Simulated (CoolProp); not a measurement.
Properties of ethanol along the isobar 19900 kPa.

Values from CoolProp's reference Helmholtz-energy equation of state, Schroeder 2014.

| T (K) | phase | density (kg/m³) | cp (kJ/(kg K)) | isothermal compressibility (1/MPa) | viscosity (µPa s) | fugacity coefficient |
|---|---|---|---|---|---|---|
| 207.6 | liquid | 873.1 | 1.968 | 0.0005686 | 12000 | 2.830e-7 |
| 219.9 | liquid | 863.0 | 1.998 | 0.0006073 | 8010 | 1.221e-6 |
| 232.2 | liquid | 853.0 | 2.040 | 0.0006496 | 5560 | 4.450e-6 |
| 244.5 | liquid | 843.2 | 2.092 | 0.0006951 | 3980 | 1.407e-5 |
| 256.8 | liquid | 833.5 | 2.152 | 0.0007435 | 2920 | 3.939e-5 |
| 269.1 | liquid | 823.9 | 2.220 | 0.0007949 | 2200 | 9.932e-5 |
| 281.4 | liquid | 814.4 | 2.296 | 0.0008497 | 1690 | 0.0002287 |
| 293.7 | liquid | 804.9 | 2.380 | 0.0009085 | 1320 | 0.0004864 |
| 306 | liquid | 795.3 | 2.471 | 0.0009722 | 1050 | 0.0009648 |
| 318.3 | liquid | 785.6 | 2.570 | 0.001042 | 848 | 0.001799 |

Viscosity comes from a separate model (Kiselev 2005).
